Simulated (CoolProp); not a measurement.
Dodecamethylcyclohexasiloxane (D6) along the isotherm 620 K: Z from the reference equation and from simpler models built on Tc = 645.8 K, pc = 0.9614 MPa, ω = 0.736; each cubic takes its own stable root.

Computed with CoolProp (reference Helmholtz-energy equation of state, Colonna 2008). It is a short technical equation, of lower accuracy than the large ones.

```csv
p (MPa),phase,reference,Redlich-Kwong,Soave-Redlich-Kwong
0.32,gas,0.8272,0.8591,0.8502
0.961,liquid,0.1601,0.1971,0.1801
1.28,liquid,0.2065,0.2429,0.2281
1.6,liquid,0.2518,0.2889,0.2747
1.92,liquid,0.2961,0.3340,0.3201
2.24,liquid,0.3395,0.3782,0.3645
2.56,liquid,0.3822,0.4215,0.4079
2.88,liquid,0.4243,0.4642,0.4506
3.2,liquid,0.4658,0.5062,0.4926
3.53,liquid,0.5081,0.5489,0.5353
3.85,liquid,0.5486,0.5897,0.5762
4.17,liquid,0.5888,0.6301,0.6166
4.49,liquid,0.6285,0.6701,0.6565
4.81,liquid,0.6679,0.7096,0.6961
```
